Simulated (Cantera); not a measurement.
Cantera run:

```python
import numpy as np
import cantera as ct

gas_names = """
    C CH CH2 CH3 CH2OH CH3O CH4 CH3OH CN CO CO2 COOH C2 C2H CHCO,ketyl C2H2,acetylene C2H2,vinylidene
    CH2CO,ketene C2H3,vinyl CH3CN CH3CO,acetyl C2H4 C2H4O,ethylen CH3CHO,ethanal CH3COOH (HCOOH)2 C2H5
    C2H6 CH3OCH3 C2H5OH CCN CNC C2N2 C2O C3 C3H3,propargyl C3H4,allene C3H4,propyne C3H4,cyclo-
    C3H5,allyl C3H6,propylene C3H6,cyclo- C3H6O C3H7,n-propyl C3H7,i-propyl C3H8 C3H8O,1propanol
    C3H8O,2propanol C3O2 C4 C4H2 C4H4,1,3-cyclo- C4H6,butadiene C4H6,2-butyne C4H6,cyclo- C4H8,1-butene
    C4H8,cis2-buten C4H8,tr2-butene C4H8,isobutene C4H8,cyclo- (CH3COOH)2 C4H9,n-butyl C4H9,i-butyl
    C4H9,s-butyl C4H9,t-butyl C4H10,isobutane C4H10,n-butane C4N2 C5 C5H6,1,3cyclo- C5H8,cyclo-
    C5H10,1-pentene C5H10,cyclo- C5H11,pentyl C5H11,t-pentyl C5H12,n-pentane C5H12,i-pentane
    CH3C(CH3)2CH3 C6H2 C6H5,phenyl C6H5O,phenoxy C6H6 C6H5OH,phenol C6H10,cyclo- C6H12,1-hexene
    C6H12,cyclo- C6H13,n-hexyl C7H7,benzyl C7H8 C7H8O,cresol C7H14,1-heptene C7H15,n-heptyl
    C7H16,n-heptane C8H8,styrene C8H10,ethylbenz C8H16,1-octene C8H17,n-octyl C8H18,isooctane
    C8H18,n-octane C9H19,n-nonyl C10H8,naphthale C10H21,n-decyl C12H9,o-bipheny C12H10,bipheny H HCN HCO
    HCCN HNC HNCO HNO HNO2 HNO3 HO2 H2 HCHO,formaldehy HCOOH H2O H2O2 N NCO NH NH2 NH3 NH2OH NO NO2 NO3
    N2 N2H2 N2H4 N2O O OH O2 O3 Si SiC SiC2 SiC4H12 SiH SiH2 SiH3 SiH4 SiN SiO SiO2 Si2 Si2C Si2N Si3
""".split()
cond_names = """
    C(gr) C6H6(L) C7H8(L) C8H18(L),n-octa H2O(s) H2O(L) Si(cr) Si(L) SiC(b) SiO2(Lqz) SiO2(hqz) SiO2(L)
    Si2N2O(s) Si3N4(a)
""".split()


def load(file, names, dense=False):
    # The tables refer to 1 bar. Condensed volumes are neglected.
    table = {s.name: s for s in ct.Species.list_from_file(file)}
    out = []
    for n in names:
        d = dict(table[n].input_data)
        d["thermo"] = dict(d["thermo"], **{"reference-pressure": 1e5})
        if dense:
            d["equation-of-state"] = {"model": "constant-volume", "density": "1e6 g/cm^3"}
        out.append(ct.Species.from_dict(d))
    return out


gas = ct.Solution(thermo="ideal-gas", species=load("nasa_gas.yaml", gas_names))
cond = {s.name: ct.Solution(thermo="fixed-stoichiometry", species=[s], name=s.name)
        for s in load("nasa_condensed.yaml", cond_names, dense=True)}
atoms = {
    'HMDSO': {'Si': 2, 'C': 6, 'H': 18, 'O': 1},
    'CO2': {'C': 1, 'O': 2},
    'NO': {'N': 1, 'O': 1},
}
top_T = {'C(gr)': 4500, 'SiC(b)': 3050, 'Si2N2O(s)': 2100, 'Si3N4(a)': 2400}  # K; cautious upper limits of use, not melting points


def equilibrate(T, P, feed):
    n = {}
    for name, mol in feed.items():
        for a, k in atoms[name].items():
            n[a] = n.get(a, 0.0) + k * mol
    gas.TPX = T, P, n
    mass = sum(n.values()) * gas.mean_molecular_weight
    gas.equilibrate("TP")
    valid = [c for c in cond.values() if c.min_temp <= T <= top_T.get(c.name, c.max_temp)]
    mix = ct.Mixture([(gas, mass / gas.mean_molecular_weight)] + [(c, 0.0) for c in valid])
    mix.T, mix.P = T, P
    mix.equilibrate("TP", solver="vcs", rtol=1e-11, max_steps=5000)
    return mix


results = []
feed = {'HMDSO': 1, 'CO2': 0.14, 'NO': 27}  # mol
T = 1000  # K
P = 13332.2  # Pa
mix = equilibrate(T, P, feed)
results.append((T, P, feed, dict(zip(mix.species_names, mix.species_moles))))
print(gas.report(threshold=0.001))
for i in range(1, mix.n_phases):
    print(f"{mix.phase(i).name:16s} {mix.phase_moles(i):12.5e} mol")
```

Result:

```
       temperature   1000 K
          pressure   13332 Pa
           density   0.045675 kg/m^3
  mean mol. weight   28.485 kg/kmol
   phase of matter   gas

                          1 kg             1 kmol
                     ---------------   ---------------
          enthalpy       -4.4606e+06       -1.2706e+08  J
   internal energy       -4.7525e+06       -1.3538e+08  J
           entropy            9315.9        2.6536e+05  J/K
    Gibbs function       -1.3776e+07       -3.9242e+08  J
 heat capacity c_p            1396.2             39772  J/K
 heat capacity c_v            1104.4             31457  J/K

                      mass frac. Y      mole frac. X     chem. pot. / RT
                     ---------------   ---------------   ---------------
               CO2           0.31474           0.20372           -79.305
               H2O           0.18885           0.29861           -57.173
                N2            0.4405            0.4479            -27.68
                O2          0.055899          0.049762           -31.581
     [ +147 minor]        1.2411e-05        1.1822e-05

C(gr)             0.00000e+00 mol
Si(cr)            0.00000e+00 mol
SiC(b)            0.00000e+00 mol
SiO2(hqz)         2.00000e+00 mol
Si2N2O(s)         0.00000e+00 mol
Si3N4(a)          0.00000e+00 mol
```

These are equilibrium values from Cantera (NASA tables, ideal gas, pure condensed phases), not measurements of a reactor. The feed counts by its element totals alone.
